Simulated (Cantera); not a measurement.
Input: 1 mol c-C4F8, 0.3 mol F2, 0.5 mol H2, 0.14 mol HCl, equilibrated at 100000 Pa.

Method: chemical equilibrium by Gibbs-energy minimisation in Cantera with the NASA 1993 tables (ideal gas, pure condensed phases). Candidate condensed phases: C, C6H6, C7H8, C8H18; 118 gas species. The feed counts by its element totals alone. Gases not in the tables: C2F6 and larger saturated fluorocarbons. Kinetics and transport are ignored.

Task: At 1125 °C, list the 6 most abundant gas species with their mole fractions, and the condensed phases.

Result: CF4 0.615, HF 0.343, HCl 0.0312, CClF3 0.00597, Cl2 0.00348, Cl 0.00165. Condensed: C(graphite).
